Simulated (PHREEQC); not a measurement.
A solution holds 0.00047 mol CO2 per kg of water, at 25 °C. Closed to the air; pH follows from the charge balance.

Model: ion-association model, phreeqc.dat, run in PHREEQC.

```json
{
 "pH": "4.85",
 "ionic_strength": "1.43e-5 mol/kgw"
}
```

| species | molality | activity | log γ |
|---|---|---|---|
| CO2 | 0.000456 | 0.000456 | 0.000 |
| H+ | 1.43e-5 | 1.42e-5 | -0.002 |
| HCO3- | 1.43e-5 | 1.42e-5 | -0.002 |
| (CO2)2 | 3.81e-9 | 3.81e-9 | 0.000 |

This is a speciation only: nothing precipitates in the calculation.
